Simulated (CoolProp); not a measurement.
A Linde-Hampson liquefier for carbon monoxide: isothermal reversible compression at 280 K from 1 atm to 10 MPa, throttling to 1 atm, return gas leaving the recuperator 5 K below the feed. Each further row changes one setting.

Computed with CoolProp (reference Helmholtz-energy equation of state, Lemmon 2006). It is a short technical equation, of lower accuracy than the large ones.

```csv
case,liquid yield per pass,compression work (kJ/kg of gas)
as stated,0.051,379
high pressure 20 MPa,0.093,436
warm-end temperature 310 K,0.035,422
warm-end gap 10 K,0.039,379
```
